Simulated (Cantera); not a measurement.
What does this Cantera script print?

```python
import numpy as np
import cantera as ct

gas = ct.Solution("gri30.yaml")
gas.TPX = 1398, 88000, {'CO': 0.007, 'O2': 0.038, 'H2O': 0.00072, 'N2': 1}
reactor = ct.IdealGasConstPressureReactor(gas, energy="off", clone=False)
net = ct.ReactorNet([reactor])
net.rtol, net.atol = 1e-08, 1e-18
show = ['CO', 'O2', 'H2O', 'H', 'H2']
times = np.geomspace(2e-05, 2, 15)

steps = ct.SolutionArray(gas, extra=["t"])
rows = []
print(f"{'t/s':>10s}{'T/K':>9s}{'P/Pa':>11s}" + "".join(f"{s:>11s}" for s in show))
for t in times:
    while net.time < t:
        t_next = net.step()
        steps.append(gas.state, t=t_next)
    rows.append([np.interp(t, steps.t, y) for y in (steps.T, steps.P, *steps(*show).X.T)])
    print(f"{t:10.3e}{rows[-1][0]:9.1f}{rows[-1][1]:11.4g}" + "".join(f"{x:11.3e}" for x in rows[-1][2:]))
rate = np.gradient(steps.T, steps.t)
print("integrator steps:", len(steps.t))
if steps.T.max() > steps.T[0] + 200:
    print(f"time of steepest temperature rise: {steps.t[rate.argmax()]:.4e} s")
gas.TPX = 1398, 88000, {'CO': 0.007, 'O2': 0.038, 'H2O': 0.00072, 'N2': 1}
gas.equilibrate("TP")
print(f"equilibrium (TP): T = {gas.T:.1f} K  " + "  ".join(f"{s} {gas[s].X[0]:.3e}" for s in show))
```

Output:

```
       t/s      T/K       P/Pa         CO         O2        H2O          H         H2
 2.000e-05   1398.0    8.8e+04  6.694e-03  3.634e-02  6.885e-04  2.292e-12  5.597e-15
 4.552e-05   1398.0    8.8e+04  6.694e-03  3.634e-02  6.885e-04  1.164e-11  6.460e-14
 1.036e-04   1398.0    8.8e+04  6.694e-03  3.634e-02  6.885e-04  5.908e-11  7.513e-13
 2.358e-04   1398.0    8.8e+04  6.694e-03  3.634e-02  6.885e-04  2.999e-10  8.635e-12
 5.365e-04   1398.0    8.8e+04  6.694e-03  3.634e-02  6.885e-04  1.651e-09  1.035e-10
 1.221e-03   1398.0    8.8e+04  6.693e-03  3.634e-02  6.884e-04  1.479e-08  1.698e-09
 2.779e-03   1398.0    8.8e+04  6.651e-03  3.630e-02  6.847e-04  8.866e-07  1.467e-07
 6.325e-03   1398.0    8.8e+04  3.753e-03  3.443e-02  5.962e-04  6.749e-05  9.559e-06
 1.439e-02   1398.0    8.8e+04  7.780e-04  3.332e-02  6.523e-04  1.157e-05  3.216e-06
 3.276e-02   1398.0    8.8e+04  1.467e-04  3.314e-02  6.763e-04  1.051e-06  6.259e-07
 7.455e-02   1398.0    8.8e+04  2.610e-05  3.310e-02  6.844e-04  1.018e-07  1.235e-07
 1.697e-01   1398.0    8.8e+04  4.176e-06  3.310e-02  6.877e-04  1.143e-08  2.731e-08
 3.861e-01   1398.0    8.8e+04  5.888e-07  3.310e-02  6.892e-04  1.703e-09  7.407e-09
 8.788e-01   1398.0    8.8e+04  9.419e-08  3.310e-02  6.898e-04  3.943e-10  2.721e-09
 2.000e+00   1398.0    8.8e+04  3.984e-08  3.310e-02  6.900e-04  2.222e-10  1.828e-09
integrator steps: 1349
equilibrium (TP): T = 1398.0 K  CO 3.761e-08  O2 3.294e-02  H2O 6.900e-04  H 2.147e-10  H2 1.787e-09
```

Model: GRI-Mech 3.0 (53 species, 325 reactions), integrated in Cantera.
